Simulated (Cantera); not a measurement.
Charge: 1 mol TiO2, 5.5 mol CO, equilibrated at 1677 °C and 0.133 bar.

These are equilibrium values from Cantera (NASA tables, ideal gas, pure condensed phases), not measurements of a reactor. Candidate condensed phases: C, Ti, TiC, TiO, TiO2, Ti2O3, Ti3O5, Ti4O7; 15 gas species. Condensed phases not in the tables: Magnéli phases beyond Ti4O7. Rates play no part.

Base state: CO 0.955, CO2 0.0455 (mole fractions); condensed: Ti4O7(l).

Question: What changes in the equilibrium state with this change: temperature from 1677 °C to 1302 °C?

Answer: 
```tsv
species	before	after
CO	0.955	0.991
CO2	0.0455	0.00927
Ti4O7(l), mol	0.250	0
TiO2(rutile), mol	0	0.796
Ti4O7(s), mol	0	0.0510
```
Mutual solubility and eutectic melting of coexisting phases are not modelled.
